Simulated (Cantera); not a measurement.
Cantera run:

```python
import numpy as np
import cantera as ct

gas_names = [...]  # 95 gases of nasa_gas.yaml made of C, F, H
cond_names = """
    C(gr) C6H6(L) C7H8(L) C8H18(L),n-octa
""".split()


# ... load() reads the species with a 1 bar reference pressure and builds the phases ...
atoms = {
    'CHF3': {'C': 1, 'H': 1, 'F': 3},
}
top_T = {'C(gr)': 4500}  # K; cautious upper limits of use, not melting points


# ... equilibrate(T, P, feed) seeds the gas with the atoms and calls Mixture.equilibrate('TP', solver="gibbs", rtol=1e-10, max_steps=50000) ...
results = []
feed = {'CHF3': 1}  # mol
P = 10000  # Pa
for T in [2775, 2825, 2875, 2925, 2975, 3025, 3075, 3125]:
    mix = equilibrate(T, P, feed)
    results.append((T, P, feed, dict(zip(mix.species_names, mix.species_moles))))

top = {s: max(r[3][s] / sum(r[3][g] for g in gas_names) for r in results) for s in gas_names}
cols = sorted((s for s in top if top[s] > 1e-06), key=lambda s: -top[s])[:9]
seen = [c for c in cond_names if any(r[3].get(c, 0) > 1e-12 for r in results)]
print("log10 of partial pressures in bar; condensed amounts in mol")
print(f"{'T/K':>10s}" + "".join(f"{s[:9]:>10s}" for s in cols + seen))
for T, P, feed, n in results:
    ng = sum(n[g] for g in gas_names)
    print(f"{T:10.4g}" + "".join(f"{np.log10(max(n[s] / ng * P / 1e5, 1e-99)):10.3f}" for s in cols)
          + "".join(f"{n.get(c, 0):10.4g}" for c in seen))
```

It prints:

```
log10 of partial pressures in bar; condensed amounts in mol
       T/K         F        HF       CF2        CF        C3       CF4       CF3         H         C     C(gr)
      2775    -1.477    -1.384    -1.654    -2.635    -4.635    -3.377    -3.442    -4.557    -5.301    0.3868
      2825    -1.440    -1.395    -1.701    -2.545    -4.368    -3.650    -3.572    -4.408    -5.063    0.4196
      2875    -1.407    -1.405    -1.755    -2.462    -4.111    -3.930    -3.711    -4.260    -4.834    0.4507
      2925    -1.380    -1.415    -1.815    -2.386    -3.862    -4.216    -3.857    -4.112    -4.613    0.4774
      2975    -1.358    -1.425    -1.880    -2.317    -3.623    -4.507    -4.010    -3.966    -4.399    0.4966
      3025    -1.340    -1.435    -1.951    -2.254    -3.391    -4.804    -4.168    -3.821    -4.193    0.5047
      3075    -1.326    -1.445    -2.027    -2.197    -3.167    -5.107    -4.333    -3.677    -3.993    0.4967
      3125    -1.317    -1.455    -2.109    -2.146    -2.951    -5.414    -4.504    -3.535    -3.800    0.4655
```

These are equilibrium values from Cantera (NASA tables, ideal gas, pure condensed phases), not measurements of a reactor. Gases not in the tables: C2F6 and larger saturated fluorocarbons.
